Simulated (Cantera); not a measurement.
An isothermal, constant-pressure homogeneous reactor starts with CH4 : H2 = 1 : 4.5 (molar parts), at 1723 K and 0.987 atm. Integrator tolerance rtol = 1e-08.

Detailed kinetics in Cantera: GRI-Mech 3.0 (53 species, 325 reactions). GRI-Mech 3.0 stops at C3 and has no aromatics, soot or wall deposition, so with more carbon than oxygen in the feed, carbon stays in small species such as C2H2 where larger ones or solid carbon would form.

**Question.** What does this change do: pressure from 0.987 atm to 0.000316 atm?

**Answer.** 
```json
[
 {"quantity": "x(CH4) at 100 s", "before": "0.0232 (gas-phase equilibrium 0.0232)", "after": "0.000682 (gas-phase equilibrium 8.11e-6)"},
 {"quantity": "x(H2) at 100 s", "before": "0.909 (gas-phase equilibrium 0.909)", "after": "0.917 (gas-phase equilibrium 0.914)"},
 {"quantity": "x(CH2) at 100 s", "before": "1.83e-8 (gas-phase equilibrium 1.83e-8)", "after": "5.34e-7 (gas-phase equilibrium 2.00e-8)"},
 {"quantity": "x(C2H6) at 100 s", "before": "4.29e-6 (gas-phase equilibrium 4.29e-6)", "after": "2.20e-9 (gas-phase equilibrium <1e-12)"},
 {"quantity": "x(H) at 100 s", "before": "0.000175 (gas-phase equilibrium 0.000175)", "after": "0.00563 (gas-phase equilibrium 0.00981)"}
]
```
Radical loss at walls, strong at low pressure, is not modelled.
